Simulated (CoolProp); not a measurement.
Vapour pressure (MPa) of normal hydrogen: the reference equation beside estimates from Tc = 33.1 K, pc = 1.296 MPa, ω = -0.219. Clausius-Clapeyron is anchored at 24.5 K with a constant enthalpy of vaporisation of 0.8376 kJ/mol.

Computed with CoolProp (reference Helmholtz-energy equation of state, Leachman 2009).

```csv
T (K),reference,Lee-Kesler,Clausius-Clapeyron,van der Waals,Peng-Robinson
19.5,0.07765,0.07772,0.1005,0.1005,0.07782
20.5,0.1053,0.1054,0.1293,0.1339,0.1068
21.5,0.1394,0.1396,0.1624,0.1742,0.1426
22.5,0.1808,0.1809,0.2001,0.2218,0.1859
23.5,0.2301,0.2303,0.2420,0.2773,0.2376
24.5,0.2883,0.2884,0.2883,0.3412,0.2983
25.5,0.3562,0.3561,0.3388,0.4138,0.3687
26.5,0.4345,0.4343,0.3932,0.4956,0.4494
27.5,0.5242,0.5238,0.4515,0.5870,0.5412
28.5,0.6262,0.6256,0.5135,0.6882,0.6446
29.5,0.7414,0.7409,0.5788,0.7997,0.7604
30.5,0.8710,0.8708,0.6474,0.9216,0.8891
31.5,1.016,1.017,0.7190,1.054,1.031
32.5,1.180,1.181,0.7934,1.198,1.188
```

Absolute difference from the reference over all 14 rows, mean and median: Lee-Kesler 0.1 and 0.1 %, Clausius-Clapeyron 17.2 and 17.2 %, van der Waals 15.3 and 15.1 %, Peng-Robinson 2.4 and 2.7 %.
